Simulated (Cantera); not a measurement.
Input: 1 mol Si3N4, 0.82 mol N2O, 7.2 mol H2, at 1 atm.

Equilibrium computed with Cantera from the NASA thermochemical tables; the gas is ideal and each condensed phase is pure. Candidate condensed phases: H2O, Si, SiO2, Si2N2O, Si3N4; 35 gas species. Mutual solubility and eutectic melting of coexisting phases are not modelled. Gases not in the tables: Si2H6 and higher silanes. Kinetics and transport are ignored.

**Question.** Which condensed phases are stable at each of these points (T (K)): 1273, 1348, 1423, 1498, 1573, 1648, 1723, 1798, 1873, 1948, 2023?

**Answer.** 
| T (K) | condensed phases | Si condensed (%) |
|---|---|---|
| 1273 | Si2N2O(s) + Si3N4(s) | 100.0 |
| 1348 | Si2N2O(s) + Si3N4(s) | 100.0 |
| 1423 | Si2N2O(s) + Si3N4(s) | 100.0 |
| 1498 | Si2N2O(s) + Si3N4(s) | 100.0 |
| 1573 | Si2N2O(s) + Si3N4(s) | 100.0 |
| 1648 | Si2N2O(s) + Si3N4(s) | 100.0 |
| 1723 | Si2N2O(s) + Si3N4(s) | 100.0 |
| 1798 | Si2N2O(s) + Si3N4(s) | 100.0 |
| 1873 | Si2N2O(s) + Si3N4(s) | 99.8 |
| 1948 | Si2N2O(s) + Si3N4(s) | 99.3 |
| 2023 | Si(l) + Si2N2O(s) + Si3N4(s) | 97.7 |

From 1273 K to 1948 K the condensed part is Si2N2O(s) + Si3N4(s). At 2023 K the condensed part is Si(l) + Si2N2O(s) + Si3N4(s).
